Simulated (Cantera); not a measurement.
Mixture: H2 : O2 : N2 : H2O = 1 : 0.5 : 1.88 : 0.29 (molar parts), equivalence ratio 1.0, at 12.8 atm, adiabatic and at constant volume. Ignition delay is the time to a rise of 400 K.

Detailed kinetics in Cantera: GRI-Mech 3.0 (53 species, 325 reactions). The hydrogen kinetics of GRI-Mech 3.0 are dated; newer H2 mechanisms differ, most at raised pressure. The pressure lies above the range GRI-Mech 3.0 was tuned for (to about 10 atm). Below about 950 K walls govern HO2 and H2O2 in real vessels.

Problem. What does this change do: constant pressure in place of constant volume?

Solution. 
```
quantity                                                before       after
--------------------------------------------------  ----------  ----------
delay at 898 K                                         93.9 ms     0.103 s
delay at 998 K                                         8.29 ms     9.01 ms
delay at 1098 K                                        1.11 ms     1.19 ms
delay at 1198 K                                       0.185 ms    0.194 ms
delay at 1298 K                                        30.0 µs     30.9 µs
apparent activation energy between 1198 and 1298 K  240 kJ/mol  240 kJ/mol
```

Problem. What does this change do: O2 0.5 to 0.24 parts?

Solution. 
```json
[
 {"quantity": "delay at 898 K", "before": "93.9 ms", "after": "91.3 ms"},
 {"quantity": "delay at 998 K", "before": "8.29 ms", "after": "8.27 ms"},
 {"quantity": "delay at 1098 K", "before": "1.11 ms", "after": "1.15 ms"},
 {"quantity": "delay at 1198 K", "before": "0.185 ms", "after": "0.199 ms"},
 {"quantity": "delay at 1298 K", "before": "30.0 µs", "after": "34.6 µs"},
 {"quantity": "apparent activation energy between 1198 and 1298 K", "before": "240 kJ/mol", "after": "230 kJ/mol"}
]
```
